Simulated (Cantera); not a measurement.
Input: 1 mol CO, 2.7 mol H2, held at 1727 °C and 0.0133 bar.

These are equilibrium values from Cantera (NASA tables, ideal gas, pure condensed phases), not measurements of a reactor. Candidate condensed phases: C, C6H6, C7H8, C8H18, H2O; 110 gas species. The numbers say what is thermodynamically allowed, not how fast it happens.

Base state: H2 0.719, CO 0.269, H 0.0119 (mole fractions); condensed: gas only.

Problem. What changes in the equilibrium state with this change: temperature from 1727 °C to 2225 °C?

Solution. 
```tsv
species	before	after
H2	0.719	0.587
CO	0.269	0.248
H	0.0119	0.165
```
